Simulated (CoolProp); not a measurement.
Properties of R1233zd(E) along the isotherm 98.25 °C (Tc = 165.7 °C, pc = 3.583 MPa, ω = 0.304).

Model: reference Helmholtz-energy equation of state, Akasaka 2022, in CoolProp.

```csv
p (MPa),phase,Z,cv (kJ/(kg K)),speed of sound (m/s),isothermal compressibility (1/MPa),fugacity coefficient
2.56,liquid,0.1012,0.9153,429.8,0.007586,0.3449
5.12,liquid,0.1988,0.9128,464.1,0.006248,0.1906
7.68,liquid,0.2939,0.9113,493.9,0.005348,0.1403
10.2,liquid,0.3854,0.9104,519.9,0.004703,0.1162
12.8,liquid,0.4781,0.9100,544.2,0.004196,0.1021
15.4,liquid,0.5692,0.9098,566.5,0.003796,0.09349
17.9,liquid,0.6557,0.9098,586.5,0.003483,0.08818
20.5,liquid,0.7444,0.9101,605.9,0.003213,0.08466
23,liquid,0.8287,0.9104,623.4,0.002992,0.08259
25.6,liquid,0.9155,0.9108,640.7,0.002795,0.08146
28.2,liquid,1.001,0.9114,657.2,0.002625,0.08113
30.7,liquid,1.083,0.9119,672.3,0.002481,0.08142
33.3,liquid,1.168,0.9125,687.4,0.002348,0.08225
35.8,liquid,1.248,0.9132,701.3,0.002234,0.08350
```
